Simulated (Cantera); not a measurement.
Input (Python, Cantera) and output of one run.

```python
import numpy as np
import cantera as ct

gas_names = """
    C CN CO CO2 C2 CCN CNC C2N2 C2O C3 C3O2 C4 C4N2 C5 N NCO NO NO2 NO3 N2 N2O O O2 O3 Pb PbO Pb2
""".split()
cond_names = """
    C(gr) Pb(cr) Pb(L) PbO(rd) PbO(yw) PbO(L) PbO2(s) Pb3O4(s)
""".split()


# ... load() reads the species with a 1 bar reference pressure and builds the phases ...
atoms = {
    'PbO': {'Pb': 1, 'O': 1},
    'CO': {'C': 1, 'O': 1},
    'N2': {'N': 2},
}
top_T = {'C(gr)': 4500, 'Pb3O4(s)': 820}  # K; cautious upper limits of use, not melting points


# ... equilibrate(T, P, feed) seeds the gas with the atoms and calls Mixture.equilibrate('TP', solver="vcs", rtol=1e-11, max_steps=5000) ...
results = []
feed = {'PbO': 1, 'CO': 0.038, 'N2': 0.59}  # mol
P = 100000  # Pa
for T in [948, 973, 998, 1023, 1048, 1073, 1098, 1123, 1148, 1173, 1198, 1223, 1248]:
    mix = equilibrate(T, P, feed)
    results.append((T, P, feed, dict(zip(mix.species_names, mix.species_moles))))
    x = sorted(zip(gas.X, gas.species_names), reverse=True)
    print(f"T = {T:g} K  P = {P:g} Pa  gas = {mix.phase_moles(0):.4g} mol")
    print("   x: " + "  ".join(f"{s} {v:.3e}" for v, s in x if v > 1e-05))
    print("   condensed (mol): " + ("  ".join(f"{mix.phase(i).name} {mix.phase_moles(i):.4g}"
          for i in range(1, mix.n_phases) if mix.phase_moles(i) > 1e-12) or "none"))
```

It prints:

```
T = 948 K  P = 100000 Pa  gas = 0.628 mol
   x: N2 9.395e-01  CO2 6.051e-02
   condensed (mol): Pb(L) 0.03799  PbO(yw) 0.962
T = 973 K  P = 100000 Pa  gas = 0.628 mol
   x: N2 9.395e-01  CO2 6.050e-02
   condensed (mol): Pb(L) 0.03799  PbO(yw) 0.962
T = 998 K  P = 100000 Pa  gas = 0.628 mol
   x: N2 9.395e-01  CO2 6.050e-02  Pb 1.549e-05
   condensed (mol): Pb(L) 0.03799  PbO(yw) 0.962
T = 1023 K  P = 100000 Pa  gas = 0.628 mol
   x: N2 9.395e-01  CO2 6.050e-02  Pb 2.666e-05
   condensed (mol): Pb(L) 0.03798  PbO(yw) 0.962
T = 1048 K  P = 100000 Pa  gas = 0.628 mol
   x: N2 9.394e-01  CO2 6.050e-02  Pb 4.469e-05
   condensed (mol): Pb(L) 0.03797  PbO(yw) 0.962
T = 1073 K  P = 100000 Pa  gas = 0.628 mol
   x: N2 9.394e-01  CO2 6.049e-02  Pb 7.308e-05  CO 1.057e-05
   condensed (mol): Pb(L) 0.03795  PbO(yw) 0.962
T = 1098 K  P = 100000 Pa  gas = 0.6281 mol
   x: N2 9.394e-01  CO2 6.049e-02  Pb 1.168e-04  CO 1.249e-05
   condensed (mol): Pb(L) 0.03792  PbO(yw) 0.962
T = 1123 K  P = 100000 Pa  gas = 0.6281 mol
   x: N2 9.393e-01  CO2 6.048e-02  Pb 1.827e-04  CO 1.465e-05  PbO 1.144e-05
   condensed (mol): Pb(L) 0.03788  PbO(yw) 0.962
T = 1148 K  P = 100000 Pa  gas = 0.6282 mol
   x: N2 9.392e-01  CO2 6.047e-02  Pb 2.802e-04  PbO 2.166e-05  CO 1.708e-05
   condensed (mol): Pb(L) 0.03781  PbO(yw) 0.962
T = 1173 K  P = 100000 Pa  gas = 0.6283 mol
   x: N2 9.391e-01  CO2 6.046e-02  Pb 4.218e-04  PbO 3.861e-05  CO 2.043e-05
   condensed (mol): Pb(L) 0.03772  PbO(L) 0.962
T = 1198 K  P = 100000 Pa  gas = 0.6284 mol
   x: N2 9.388e-01  CO2 6.044e-02  Pb 6.238e-04  PbO 6.547e-05  CO 2.486e-05
   condensed (mol): Pb(L) 0.03759  PbO(L) 0.962
T = 1223 K  P = 100000 Pa  gas = 0.6286 mol
   x: N2 9.385e-01  CO2 6.042e-02  Pb 9.075e-04  PbO 1.085e-04  CO 3.003e-05
   condensed (mol): Pb(L) 0.03741  PbO(L) 0.962
T = 1248 K  P = 100000 Pa  gas = 0.6289 mol
   x: N2 9.381e-01  CO2 6.038e-02  Pb 1.300e-03  PbO 1.759e-04  CO 3.603e-05
   condensed (mol): Pb(L) 0.03716  PbO(L) 0.9619
```

Cantera equilibrium calculation (NASA polynomials, part measured and part estimated; ideal gas, pure solids and liquids). Each liquid is taken as pure. Mutual solubility and eutectic melting of coexisting phases are not modelled. Gases not in the tables: (PbO)n polymers.
